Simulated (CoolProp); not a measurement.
R124 at 240.17 K and 0.0292 MPa is compressed adiabatically to 0.218 MPa with isentropic efficiency 0.9. Each further row changes one setting.

Computed with CoolProp (reference Helmholtz-energy equation of state, de Vries 1995).

```csv
case,work (kJ/kg),final temperature (K),final density (kg/m³)
as stated,34.8,295.5,12.9
efficiency 1,31.3,290.9,13.1
efficiency 0.65,48.1,312.9,12.0
```
